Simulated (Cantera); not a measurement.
A perfectly stirred reactor is fed with CH₄ : C₂H₆ : O₂ : N₂ : CO₂ = 1 : 0.048 : 1.81 : 6.79 : 0.71 (molar parts), equivalence ratio 1.2, at 5.00 bar; it is adiabatic with a 625 K inlet, and is followed from long to short residence time, starting on the burning branch (τ in s: 0.13, 0.05, 0.019, 0.0075, 0.0029, 0.0011, 0.00044, 0.00017, 6.7e-05).

Detailed kinetics in Cantera: GRI-Mech 3.0 (53 species, 325 reactions).

x: mole fraction; the columns are a selection and need not sum to one.

```tsv
τ (s)	T (K)	x CH₄	x C₂H₆	x O₂	x NO₂	x OH
0.13	2220	7.20e-6	(withheld)	0.000107	1.07e-8	0.000743
0.050	2218	1.37e-5	(withheld)	0.000177	1.35e-8	0.000878
0.019	2213	2.33e-5	(withheld)	0.000318	1.84e-8	0.00111
0.0075	2206	3.67e-5	(withheld)	0.000577	2.52e-8	0.00144
0.0029	2194	5.85e-5	(withheld)	0.00106	3.40e-8	0.00191
0.0011	2175	9.92e-5	(withheld)	0.00194	4.32e-8	0.00250
0.00044	2149	0.000177	(withheld)	0.00336	4.88e-8	0.00307
0.00017	2110	0.000369	(withheld)	0.00588	4.78e-8	0.00350
6.7e-5	2045	0.00104	(withheld)	0.0114	3.63e-8	0.00307
```

Question: Some entries are withheld; supply them.

Answer: 
- 0.13, x C₂H₆: 7.64e-9
- 0.050, x C₂H₆: 1.91e-8
- 0.019, x C₂H₆: 4.73e-8
- 0.0075, x C₂H₆: 1.10e-7
- 0.0029, x C₂H₆: 2.53e-7
- 0.0011, x C₂H₆: 5.85e-7
- 0.00044, x C₂H₆: 1.30e-6
- 0.00017, x C₂H₆: 3.18e-6
- 6.7e-5, x C₂H₆: 1.02e-5
